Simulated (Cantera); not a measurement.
Adiabatic ignition

An adiabatic, constant-volume homogeneous reactor starts with CH₄ : O₂ : N₂ = 1 : 1.67 : 6.27 (molar parts), equivalence ratio 1.2, at 1475 K and 0.970 bar.

Model: GRI-Mech 3.0 (53 species, 325 reactions), integrated in Cantera.

| t (s) | T (K) | P (bar) | x CH₄ | x O₂ | x O | x NO | x H | x CO₂ | x N₂O |
|---|---|---|---|---|---|---|---|---|---|
| 6.00e-6 | 1475 | 0.970 | 0.112 | 0.187 | 2.78e-9 | <1e-12 | 7.49e-9 | <1e-12 | <1e-12 |
| 2.46e-5 | 1475 | 0.970 | 0.112 | 0.187 | 4.87e-9 | <1e-12 | 9.41e-9 | 1.83e-11 | 5.49e-12 |
| 0.000101 | 1475 | 0.970 | 0.112 | 0.187 | 1.90e-8 | <1e-12 | 2.36e-8 | 1.94e-9 | 7.08e-11 |
| 0.000416 | 1476 | 0.971 | 0.111 | 0.187 | 1.32e-7 | <1e-12 | 1.74e-7 | 3.76e-7 | 5.70e-10 |
| 0.00171 | 2935 | 2.08 | <1e-12 | 0.0110 | 0.00669 | 0.00253 | 0.0174 | 0.0377 | 5.28e-7 |
| 0.00702 | 2925 | 2.07 | <1e-12 | 0.00951 | 0.00592 | 0.00840 | 0.0169 | 0.0371 | 6.18e-7 |
| 0.0288 | 2925 | 2.07 | <1e-12 | 0.00951 | 0.00592 | 0.00840 | 0.0169 | 0.0371 | 6.18e-7 |
| 0.119 | 2925 | 2.07 | <1e-12 | 0.00951 | 0.00592 | 0.00840 | 0.0169 | 0.0371 | 6.18e-7 |
| 0.487 | 2925 | 2.07 | <1e-12 | 0.00951 | 0.00592 | 0.00840 | 0.0169 | 0.0371 | 6.18e-7 |
| 2.00 | 2925 | 2.07 | <1e-12 | 0.00951 | 0.00592 | 0.00840 | 0.0169 | 0.0371 | 6.18e-7 |
x: mole fraction; the columns are a selection and need not sum to one.

```json
{
  "time_of_steepest_temperature_rise": "1.58 ms",
  "temperature at 2.00 s": "2925 K",
  "equilibrium_temperature": "2925 K",
  "x(CH₄) at 2.00 s": "<1e-12 (gas-phase equilibrium <1e-12)",
  "x(O₂) at 2.00 s": "0.00951 (gas-phase equilibrium 0.00951)",
  "x(O) at 2.00 s": "0.00592 (gas-phase equilibrium 0.00592)"
}
```
